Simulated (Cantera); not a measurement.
Cantera with NASA thermochemical tables; ideal gases at 1 bar, condensed phases pure. Values are per mole of reaction as written; species without (g) are pure solids or liquids, kept so even where they would boil at 1 bar. TaC: taken at fixed stoichiometry.

9 Ta + 2 C6H6(g) = 9 TaC + 3 CH4(g)

```tsv
T (K)	ΔH° (kJ)	ΔS° (J/K)	ΔG° (kJ)	log10 K
2125	-1646.9	73.3	-1802.6	44.31
2175	(withheld)	(withheld)	(withheld)	(withheld)
2225	-1642.6	75.2	-1810.0	42.49
2275	-1640.4	76.2	-1813.8	41.64
2325	(withheld)	(withheld)	(withheld)	(withheld)
2375	-1635.8	78.2	-1821.5	40.06
2425	-1633.4	79.2	-1825.5	39.32
2475	-1631.1	80.2	-1829.5	38.61
2525	-1628.7	81.1	-1833.5	37.93
2575	-1626.3	82.1	-1837.6	37.27
```

### Question
What belongs in the gaps?

### Answer

- 2175, ΔH° (kJ): -1644.8
- 2175, ΔS° (J/K): 74.3
- 2175, ΔG° (kJ): -1806.3
- 2175, log10 K: 43.38
- 2325, ΔH° (kJ): -1638.1
- 2325, ΔS° (J/K): 77.2
- 2325, ΔG° (kJ): -1817.7
- 2325, log10 K: 40.84
